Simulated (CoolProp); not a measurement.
Vapour-liquid equilibrium of CHF3 (R23) (1) + R113 (2) at 277 K; x and y are mole fractions of (1).

The numbers come from the multi-fluid Helmholtz-energy mixture model, Penoncello 2003 and Marx 1992; pair parameters Bell 2016 in CoolProp.

| x | bubble pressure, mixture model (MPa) | bubble pressure, Raoult's law (MPa) | y, mixture model | y, Raoult's law |
|---|---|---|---|---|
| 0.05 | 0.2275 | 0.1554 | 0.918 | 0.890 |
| 0.125 | 0.5679 | 0.3615 | 0.966 | 0.956 |
| 0.2 | 0.9085 | 0.5675 | 0.977 | 0.975 |
| 0.275 | 1.219 | 0.7736 | 0.982 | 0.983 |
| 0.35 | 1.477 | 0.9796 | 0.984 | 0.988 |
| 0.425 | 1.677 | 1.186 | 0.986 | 0.991 |
| 0.5 | 1.822 | 1.392 | 0.987 | 0.994 |
| 0.575 | 1.927 | 1.598 | 0.987 | 0.995 |
| 0.65 | 2.012 | 1.804 | 0.988 | 0.996 |
| 0.725 | 2.098 | 2.010 | 0.989 | 0.998 |
| 0.8 | 2.204 | 2.216 | 0.990 | 0.998 |
| 0.875 | 2.352 | 2.422 | 0.992 | 0.999 |
| 0.95 | 2.567 | 2.628 | 0.996 | 1.000 |

The largest gap from Raoult's law is +60.1 % in bubble pressure, at x = 0.2. No azeotrope shows between x = 0.05 and 0.95.

Pair parameters are fitted to limited data, so mixtures are less certain than the pure fluids. The gap from Raoult's law changes sign with composition, which may be real or a fault of the pair parameters; it wasn't checked against measurements. With so large a gap from Raoult's law the liquid may split in two, which this calculation doesn't test in full.
